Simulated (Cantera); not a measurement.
A perfectly stirred reactor is fed with NO : N₂ = 1 : 4.6 (molar parts), at 0.0180 bar; it is held at 2050 K, and followed from long to short residence time.

Computed with Cantera and GRI-Mech 3.0 (53 species, 325 reactions). Radical loss at walls, strong at low pressure, is not modelled.

**Question.** What does this change do: 0.012 parts H2O added?

**Answer.** 
```csv
quantity,before,after
x(NO) at τ = 5.80 s,0.116,0.110
x(N₂) at τ = 5.80 s,0.852,0.853
x(N₂O) at τ = 5.80 s,4.49e-6,2.85e-6
x(NO₂) at τ = 5.80 s,9.36e-6,9.30e-6
x(O) at τ = 5.80 s,0.00133,0.00133
x(NO) at τ = 85.0 ms,0.178,0.178
x(N₂) at τ = 85.0 ms,0.822,0.820
x(N₂O) at τ = 85.0 ms,1.25e-5,9.27e-6
x(NO₂) at τ = 85.0 ms,1.32e-6,2.83e-6
x(O) at τ = 85.0 ms,0.000132,4.64e-5
```
